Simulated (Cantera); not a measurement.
Feed: 1 mol S, 0.83 mol O2, at 800 K and 10000 Pa.

Method: chemical equilibrium by Gibbs-energy minimisation in Cantera with the NASA 1993 tables (ideal gas, pure condensed phases). Candidate condensed phases: S; 10 gas species. Gases not in the tables: S3 to S7. Kinetics and transport are ignored.

Base state: SO2 0.906, S2 0.0887, S2O 0.00570, S8 1.32e-5 (mole fractions); condensed: gas only.

Task: What changes in the equilibrium state with this change: O2 from 0.83 to 0.13 mol?

Result: 
| species | before | after |
|---|---|---|
| S2 | 0.0887 | 0.683 |
| SO2 | 0.906 | 0.256 |
| S8 | 1.32e-5 | 0.0466 |
| S2O | 0.00570 | 0.0140 |

Task: What changes in the equilibrium state with this change: pressure from 10000 Pa to 460000 Pa?

Result: 
| species | before | after |
|---|---|---|
| SO2 | 0.906 | 0.948 |
| S2 | 0.0887 | 0.0295 |
| S8 | 1.32e-5 | 0.0157 |
| S2O | 0.00570 | 0.00665 |
